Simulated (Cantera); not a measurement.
What does this Cantera script print?

```python
import numpy as np
import cantera as ct

gas = ct.Solution("h2o2.yaml")
gas.TPX = 623, 260000, {'H2': 1, 'O2': 0.185, 'N2': 0.696, 'H2O': 0.18}
flame = ct.FreeFlame(gas, width=0.02)
flame.set_refine_criteria(ratio=3, slope=0.08, curve=0.16)
flame.transport_model = "mixture-averaged"
flame.solve(loglevel=0, auto=True)
z, T = flame.grid, flame.T
thick = (T[-1] - T[0]) / np.gradient(T, z).max()
show = ['H2', 'O2', 'H2O', 'OH', 'O', 'HO2']
print(f"laminar burning velocity  {flame.velocity[0] * 100:.3f} cm/s")
print(f"burnt temperature         {T[-1]:.1f} K")
print(f"thermal thickness         {thick * 1e3:.4f} mm")
print(f"grid points               {len(z)}")
z0 = z[flame.heat_release_rate.argmax()]
print(f"{'z/mm':>9s}{'T/K':>9s}{'u/(m/s)':>9s}" + "".join(f"{s:>11s}" for s in show))
rows = []
for k in (-3, -2, -1.5, -1, -0.5, -0.25, 0, 0.25, 0.5, 1, 2, 4, 8):
    zz = z0 + k * thick
    rows.append([k * thick, np.interp(zz, z, T), np.interp(zz, z, flame.velocity),
                 *(np.interp(zz, z, flame.X[gas.species_index(s)]) for s in show)])
    print(f"{rows[-1][0] * 1e3:9.3f}{rows[-1][1]:9.1f}{rows[-1][2]:9.3f}" + "".join(f"{x:11.3e}" for x in rows[-1][3:]))
```

It prints:

```
laminar burning velocity  715.918 cm/s
burnt temperature         1949.6 K
thermal thickness         0.1329 mm
grid points               109
     z/mm      T/K  u/(m/s)         H2         O2        H2O         OH          O        HO2
   -0.399    623.0    7.159  4.852e-01  8.976e-02  8.734e-02  4.669e-16  1.164e-14  5.557e-11
   -0.266    623.0    7.159  4.852e-01  8.976e-02  8.734e-02  4.435e-13  1.104e-11  9.571e-09
   -0.199    623.1    7.159  4.851e-01  8.977e-02  8.735e-02  9.167e-12  2.264e-10  1.051e-07
   -0.133    624.0    7.165  4.847e-01  8.984e-02  8.745e-02  1.327e-09  1.878e-08  4.175e-06
   -0.066    675.6    7.658  4.758e-01  8.982e-02  9.121e-02  5.151e-05  1.146e-05  4.757e-04
   -0.033    899.9    9.955  4.476e-01  8.250e-02  1.148e-01  4.444e-04  1.567e-04  4.368e-04
    0.000   1221.9   13.229  3.961e-01  5.960e-02  1.678e-01  9.077e-04  7.870e-04  1.975e-04
    0.033   1457.8   15.665  3.450e-01  2.852e-02  2.292e-01  1.572e-03  1.087e-03  7.980e-05
    0.066   1581.3   16.946  3.190e-01  1.009e-02  2.650e-01  1.809e-03  6.633e-04  2.654e-05
    0.133   1682.4   17.951  3.105e-01  1.242e-03  2.833e-01  1.827e-03  2.400e-04  3.079e-06
    0.266   1763.5   18.713  3.154e-01  8.991e-05  2.873e-01  1.637e-03  1.225e-04  2.563e-07
    0.532   1832.7   19.346  3.218e-01  2.520e-05  2.894e-01  1.272e-03  6.046e-05  9.143e-08
    1.063   1883.0   19.798  3.266e-01  1.051e-05  2.910e-01  8.768e-04  2.538e-05  4.185e-08
```

Detailed kinetics in Cantera: the H2/O2 subset of GRI-Mech 3.0, which has no nitrogen chemistry. The hydrogen kinetics of GRI-Mech 3.0 are dated; newer H2 mechanisms differ, most at raised pressure. Burning velocities carry a grid error of a few per cent, more on coarse grids.
